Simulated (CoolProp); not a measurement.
Vapour-liquid equilibrium of R1234ze(E) (1) + R227EA (2) at 0.424 MPa; x and y are mole fractions of (1).

The numbers come from the multi-fluid Helmholtz-energy mixture model, Thol 2016 and Lemmon 2016; pair parameters Bell 2023 in CoolProp.

### Question
Give the bubble temperature and the first vapour's composition at x = 0.05, 0.65, 0.8. Is there an azeotrope?

### Answer
x = 0.05: 22.5 °C, y = 0.057; x = 0.65: 20.2 °C, y = 0.664; x = 0.8: 19.9 °C, y = 0.806. No azeotrope shows between x = 0.05 and 0.95.

Pair parameters are fitted to limited data, so mixtures are less certain than the pure fluids.
